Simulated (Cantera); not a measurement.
What does this Cantera script print?

```python
import numpy as np
import cantera as ct

gas_names = """
    B BF BF2 BF3 BN B2 F F2 N NF NF2 NF3 N2
""".split()
cond_names = """
    B(b) B(L) BN(s)
""".split()


# ... load() reads the species with a 1 bar reference pressure and builds the phases ...
atoms = {
    'BF3': {'B': 1, 'F': 3},
    'N2': {'N': 2},
}
top_T = {'BN(s)': 3200}  # K; cautious upper limits of use, not melting points


# ... equilibrate(T, P, feed) seeds the gas with the atoms and calls Mixture.equilibrate('TP', solver="vcs", rtol=1e-11, max_steps=5000) ...
results = []
T = 1823  # K
P = 27  # Pa
for m in [0.2, 0.34, 0.58, 0.97, 1.6, 2.7, 4.6, 7.7, 13]:
    feed = {'BF3': 1, 'N2': m}  # mol
    mix = equilibrate(T, P, feed)
    results.append((T, P, feed, dict(zip(mix.species_names, mix.species_moles))))
    x = sorted(zip(gas.X, gas.species_names), reverse=True)
    print(f"T = {T:g} K  P = {P:g} Pa  n(N2) = {m:g} mol  gas = {mix.phase_moles(0):.4g} mol")
    print("   x: " + "  ".join(f"{s} {v:.3e}" for v, s in x if v > 1e-05))
    print("   condensed (mol): " + ("  ".join(f"{mix.phase(i).name} {mix.phase_moles(i):.4g}"
          for i in range(1, mix.n_phases) if mix.phase_moles(i) > 1e-12) or "none"))
```

Output:

```
T = 1823 K  P = 27 Pa  n(N2) = 0.2 mol  gas = 1.201 mol
   x: BF3 8.319e-01  N2 1.665e-01  F 7.655e-04  BF2 7.641e-04
   condensed (mol): none
T = 1823 K  P = 27 Pa  n(N2) = 0.34 mol  gas = 1.341 mol
   x: BF3 7.450e-01  N2 2.535e-01  F 7.245e-04  BF2 7.230e-04
   condensed (mol): none
T = 1823 K  P = 27 Pa  n(N2) = 0.58 mol  gas = 1.581 mol
   x: BF3 6.318e-01  N2 3.668e-01  F 6.672e-04  BF2 6.658e-04
   condensed (mol): none
T = 1823 K  P = 27 Pa  n(N2) = 0.97 mol  gas = 1.971 mol
   x: BF3 5.067e-01  N2 4.921e-01  F 5.976e-04  BF2 5.962e-04
   condensed (mol): none
T = 1823 K  P = 27 Pa  n(N2) = 1.6 mol  gas = 2.601 mol
   x: N2 6.151e-01  BF3 3.839e-01  F 5.203e-04  BF2 5.188e-04
   condensed (mol): none
T = 1823 K  P = 27 Pa  n(N2) = 2.7 mol  gas = 3.702 mol
   x: N2 7.294e-01  BF3 2.697e-01  F 4.362e-04  BF2 4.348e-04
   condensed (mol): none
T = 1823 K  P = 27 Pa  n(N2) = 4.6 mol  gas = 5.602 mol
   x: N2 8.211e-01  BF3 1.782e-01  F 3.546e-04  BF2 3.532e-04
   condensed (mol): none
T = 1823 K  P = 27 Pa  n(N2) = 7.7 mol  gas = 8.702 mol
   x: N2 8.848e-01  BF3 1.146e-01  F 2.846e-04  BF2 2.832e-04
   condensed (mol): none
T = 1823 K  P = 27 Pa  n(N2) = 13 mol  gas = 14 mol
   x: N2 9.284e-01  BF3 7.119e-02  F 2.244e-04  BF2 2.230e-04
   condensed (mol): none
```

Method: chemical equilibrium by Gibbs-energy minimisation in Cantera with the NASA 1993 tables (ideal gas, pure condensed phases). The tables' values for BF2 are old estimates; treat these amounts as uncertain.
